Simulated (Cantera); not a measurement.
An isothermal, constant-pressure homogeneous reactor starts with 0.662 % C₂H₆, 99.3 % N₂, at 1725 K and 20.0 Torr.

Cantera simulation using GRI-Mech 3.0 (53 species, 325 reactions); the numbers are that mechanism's predictions, not measurements. GRI-Mech 3.0 stops at C3 and has no aromatics, soot or wall deposition, so with more carbon than oxygen in the feed, carbon stays in small species such as C2H2 where larger ones or solid carbon would form. Radical loss at walls, strong at low pressure, is not modelled.

Problem. Predict: x(C₂H) at 4.00 s; x(HCN) at 4.00 s; x(CH₃) at 4.00 s; x(CH₂) at 4.00 s; x(H₂) at 4.00 s; x(C₂H₄) at 4.00 s.

Solution. 
| Property | Value |
|---|---|
| x(C₂H) at 4.00 s | 3.48e-7 (gas-phase equilibrium 2.79e-8) |
| x(HCN) at 4.00 s | 8.99e-5 (gas-phase equilibrium 0.0122) |
| x(CH₃) at 4.00 s | 3.46e-6 (gas-phase equilibrium 1.75e-8) |
| x(CH₂) at 4.00 s | 3.09e-8 (gas-phase equilibrium 1.85e-10) |
| x(H₂) at 4.00 s | 0.0130 (gas-phase equilibrium 0.0130) |
| x(C₂H₄) at 4.00 s | 1.07e-7 (gas-phase equilibrium 6.12e-9) |
